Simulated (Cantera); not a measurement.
Charge: 1 mol acetone, 0.49 mol CO2, 0.88 mol H2, held at 1000 Pa.

Cantera equilibrium calculation (NASA polynomials, part measured and part estimated; ideal gas, pure solids and liquids). Candidate condensed phases: C, C6H6, C7H8, C8H18, H2O; 110 gas species. The feed counts by its element totals alone. The numbers say what is thermodynamically allowed, not how fast it happens.

x: gas mole fraction; n: condensed amount in mol.

| T (K) | x H2 | x CO | x H2O | x CO2 | x CH4 | x H | n C(graphite) |
|---|---|---|---|---|---|---|---|
| 648 | 0.546 | 0.0161 | 0.242 | 0.114 | 0.0815 | <1e-12 | 2.63 |
| 698 | 0.641 | 0.0520 | 0.152 | 0.119 | 0.0364 | <1e-12 | 2.56 |
| 748 | 0.678 | 0.127 | 0.0830 | 0.0968 | 0.0152 | [?] | 2.32 |
| 798 | 0.676 | 0.226 | 0.0376 | 0.0537 | 0.00636 | [?] | 1.96 |
| 848 | 0.667 | 0.296 | 0.0146 | 0.0200 | 0.00285 | [?] | 1.69 |
| 898 | 0.662 | 0.324 | 0.00543 | 0.00619 | 0.00141 | [?] | 1.57 |
| 948 | 0.662 | 0.333 | 0.00214 | 0.00195 | 0.000751 | [?] | 1.53 |
| 998 | 0.662 | 0.336 | 0.000909 | 0.000669 | 0.000427 | [?] | 1.52 |
| 1048 | 0.662 | 0.337 | 0.000417 | 0.000252 | 0.000256 | [?] | 1.51 |
| 1098 | 0.662 | 0.338 | 0.000205 | 0.000104 | 0.000160 | [?] | 1.51 |

Question: Complete the blanks.

Answer: 
- 748, x H: 2.37e-12
- 798, x H: 2.19e-11
- 848, x H: 1.55e-10
- 898, x H: 8.91e-10
- 948, x H: 4.27e-9
- 998, x H: 1.75e-8
- 1048, x H: 6.28e-8
- 1098, x H: 2.01e-7
